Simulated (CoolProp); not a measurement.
A single-stage vapour-compression cycle with R407C: evaporating at 221.15 K (dew point), condensing at 282.15 K (bubble point), superheat 5 K, subcooling 0 K, compressor efficiency 0.9, no pressure losses. Each further row changes one setting.

Model: reference Helmholtz-energy equation of state, Lemmon 2003, in CoolProp. It is a pseudo-pure fit of the blend.

```
case                              cooling COP  pressure ratio  discharge temperature (K)  refrigerating effect (kJ/kg)  volumetric capacity (kJ/m³)
--------------------------------  -----------  --------------  -------------------------  ----------------------------  ---------------------------
as stated                                2.17            16.8                      335.9                           171                          360
evaporating temperature 226.15 K         2.46      (withheld)                      330.7                           174                          476
condensing temperature 277.15 K          2.41      (withheld)                      329.2                           179                          375
subcooling 5 K                     (withheld)            16.8                      335.9                           179                          375
superheat 15 K                           2.16            16.8                      347.2                           179                          358
compressor efficiency 0.8                1.92            16.8                      346.1                           171                          360
```

Task: What belongs in the gaps?

Result: 
- evaporating temperature 226.15 K, pressure ratio: 12.7
- condensing temperature 277.15 K, pressure ratio: 14.4
- subcooling 5 K, cooling COP: 2.26
